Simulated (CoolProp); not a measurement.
A closed Brayton cycle with carbon dioxide: compressor inlet 308.15 K and 7.8 MPa, high pressure 17.5 MPa, turbine inlet 895 K, compressor efficiency 0.89, turbine efficiency 0.93, recuperator effectiveness 0 (on enthalpy, no pinch check). Each further row changes one setting.

Computed with CoolProp (reference Helmholtz-energy equation of state, Span 1996).

```tsv
case	thermal efficiency (%)	net work (kJ/kg)	compressor to turbine work	compressor exit (K)	turbine exit (K)
as stated	13.2	95.4	0.21	357.8	789.8
turbine inlet 845 K	13.3	88.0	0.23	357.8	743.6
compressor inlet 318.15 K	12.9	85.4	0.30	382.6	789.8
high pressure 14.9 MPa	10.8	78.5	0.20	347.8	810.2
recuperator effectiveness 0.5	20.3	95.4	0.21	357.8	789.8
```
